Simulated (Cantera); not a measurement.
A perfectly stirred reactor is fed with CO : O2 : H2O : N2 = 0.0012 : 0.063 : 0.004 : 1 (molar parts), equivalence ratio 0.0095, at 0.270 bar; it is held at 1248 K, and followed from long to short residence time.

Computed with Cantera and GRI-Mech 3.0 (53 species, 325 reactions).

### Question
What does this change do: temperature 1248 to 1475 K?

### Answer
| quantity | before | after |
|---|---|---|
| x(CO) at τ = 0.950 s | 6.09e-5 | 2.47e-5 |
| x(O2) at τ = 0.950 s | 0.0585 | 0.0584 |
| x(H2O) at τ = 0.950 s | 0.00373 | 0.00371 |
| x(H2) at τ = 0.950 s | 5.77e-7 | 1.02e-6 |
| x(CO2) at τ = 0.950 s | 0.00106 | 0.00110 |
| x(CO) at τ = 61.0 ms | 0.000334 | 0.000156 |
| x(O2) at τ = 61.0 ms | 0.0586 | 0.0584 |
| x(H2O) at τ = 61.0 ms | 0.00372 | 0.00367 |
| x(H2) at τ = 61.0 ms | 2.82e-6 | 4.82e-6 |
| x(CO2) at τ = 61.0 ms | 0.000790 | 0.000968 |
